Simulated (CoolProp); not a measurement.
Vapour-liquid equilibrium of R114 (1) + n-hexane (2) at 207 kPa; x and y are mole fractions of (1).

Values from CoolProp's multi-fluid Helmholtz-energy mixture model, Platzer 1990 and Thol 2019; pair parameters Bell 2016. This equation is an older, rougher fit; its heat capacities, sound speeds and derivatives of the liquid may be far off and weren't checked against measurements.

Problem. Give the bubble temperature and the first vapour's composition at x = 0.2, 0.5, 0.8. Is there an azeotrope?

Solution. x = 0.2: 58.4 °C, y = 0.696; x = 0.5: 38.8 °C, y = 0.891; x = 0.8: 29.2 °C, y = 0.961. No azeotrope shows between x = 0.05 and 0.95.

The pair parameters rest on a limited set of measurements; away from them the model extrapolates.
